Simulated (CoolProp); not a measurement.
n-hexane along the isobar 162 bar: fugacity coefficient from the reference equation and from simpler models built on Tc = 234.7 °C, pc = 30.44 bar, ω = 0.300; each cubic takes its own stable root.

Model: reference Helmholtz-energy equation of state, Thol 2019, in CoolProp.

```tsv
T (°C)	phase	reference	van der Waals	Redlich-Kwong	Soave-Redlich-Kwong	Peng-Robinson
232.65	liquid	0.2231	0.3113	0.2495	0.2485	0.2235
241.25	supercritical	0.2419	0.3241	0.2660	0.2695	0.2425
249.75	supercritical	0.2610	0.3368	0.2825	0.2908	0.2618
258.35	supercritical	0.2808	0.3496	0.2992	0.3127	0.2817
266.85	supercritical	0.3006	0.3622	0.3159	0.3348	0.3018
275.45	supercritical	0.3210	0.3749	0.3328	0.3573	0.3223
284.05	supercritical	0.3416	0.3876	0.3498	0.3800	0.3430
292.55	supercritical	0.3621	0.4001	0.3665	0.4025	0.3636
301.15	supercritical	0.3828	0.4126	0.3833	0.4253	0.3844
309.75	supercritical	0.4036	0.4251	0.4000	0.4481	0.4052
318.25	supercritical	0.4241	0.4374	0.4165	0.4704	0.4257
326.85	supercritical	0.4448	0.4497	0.4329	0.4928	0.4463
```
